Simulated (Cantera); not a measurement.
What does this Cantera script print?

```python
import numpy as np
import cantera as ct

gas_names = """
    CL CL2 H HCL H2 Mg MgCL MgCL2 MgH MgN Mg2 N NH NH2 NH3 N2 N2H2 N2H4
""".split()
cond_names = """
    Mg(cr) Mg(L) MgCL2(s) MgCL2(L) NH4CL(a) NH4CL(b)
""".split()


# ... load() reads the species with a 1 bar reference pressure and builds the phases ...
atoms = {
    'MgCl2': {'Mg': 1, 'CL': 2},
    'HCl': {'H': 1, 'CL': 1},
    'N2': {'N': 2},
}
top_T = {}  # K; cautious upper limits of use, not melting points


# ... equilibrate(T, P, feed) seeds the gas with the atoms and calls Mixture.equilibrate('TP', solver="vcs", rtol=1e-11, max_steps=5000) ...
results = []
feed = {'MgCl2': 1, 'HCl': 1.2, 'N2': 31}  # mol
P = 0.83  # Pa
for T in [798, 848, 898, 948, 998, 1048, 1098, 1148, 1198, 1248, 1298, 1348, 1398, 1448]:
    mix = equilibrate(T, P, feed)
    results.append((T, P, feed, dict(zip(mix.species_names, mix.species_moles))))
    x = sorted(zip(gas.X, gas.species_names), reverse=True)
    print(f"T = {T:g} K  P = {P:g} Pa  gas = {mix.phase_moles(0):.4g} mol")
    print("   x: " + "  ".join(f"{s} {v:.3e}" for v, s in x if v > 0.001))
    print("   condensed (mol): " + ("  ".join(f"{mix.phase(i).name} {mix.phase_moles(i):.4g}"
          for i in range(1, mix.n_phases) if mix.phase_moles(i) > 1e-12) or "none"))
```

It prints:

```
T = 798 K  P = 0.83 Pa  gas = 32.77 mol
   x: N2 9.459e-01  HCL 3.661e-02  MgCL2 1.753e-02
   condensed (mol): MgCL2(s) 0.4254
T = 848 K  P = 0.83 Pa  gas = 33.2 mol
   x: N2 9.337e-01  HCL 3.614e-02  MgCL2 3.012e-02
   condensed (mol): none
T = 898 K  P = 0.83 Pa  gas = 33.2 mol
   x: N2 9.337e-01  HCL 3.614e-02  MgCL2 3.012e-02
   condensed (mol): none
T = 948 K  P = 0.83 Pa  gas = 33.2 mol
   x: N2 9.337e-01  HCL 3.614e-02  MgCL2 3.012e-02
   condensed (mol): none
T = 998 K  P = 0.83 Pa  gas = 33.2 mol
   x: N2 9.337e-01  HCL 3.613e-02  MgCL2 3.012e-02
   condensed (mol): none
T = 1048 K  P = 0.83 Pa  gas = 33.2 mol
   x: N2 9.337e-01  HCL 3.612e-02  MgCL2 3.012e-02
   condensed (mol): none
T = 1098 K  P = 0.83 Pa  gas = 33.2 mol
   x: N2 9.337e-01  HCL 3.609e-02  MgCL2 3.012e-02
   condensed (mol): none
T = 1148 K  P = 0.83 Pa  gas = 33.2 mol
   x: N2 9.337e-01  HCL 3.603e-02  MgCL2 3.012e-02
   condensed (mol): none
T = 1198 K  P = 0.83 Pa  gas = 33.2 mol
   x: N2 9.336e-01  HCL 3.594e-02  MgCL2 3.012e-02
   condensed (mol): none
T = 1248 K  P = 0.83 Pa  gas = 33.21 mol
   x: N2 9.336e-01  HCL 3.577e-02  MgCL2 3.011e-02
   condensed (mol): none
T = 1298 K  P = 0.83 Pa  gas = 33.21 mol
   x: N2 9.334e-01  HCL 3.551e-02  MgCL2 3.011e-02
   condensed (mol): none
T = 1348 K  P = 0.83 Pa  gas = 33.22 mol
   x: N2 9.332e-01  HCL 3.510e-02  MgCL2 3.009e-02  CL 1.049e-03
   condensed (mol): none
T = 1398 K  P = 0.83 Pa  gas = 33.23 mol
   x: N2 9.329e-01  HCL 3.454e-02  MgCL2 3.003e-02  CL 1.692e-03
   condensed (mol): none
T = 1448 K  P = 0.83 Pa  gas = 33.25 mol
   x: N2 9.322e-01  HCL 3.385e-02  MgCL2 2.982e-02  CL 2.704e-03  H2 1.065e-03
   condensed (mol): none
```

Method: chemical equilibrium by Gibbs-energy minimisation in Cantera with the NASA 1993 tables (ideal gas, pure condensed phases).
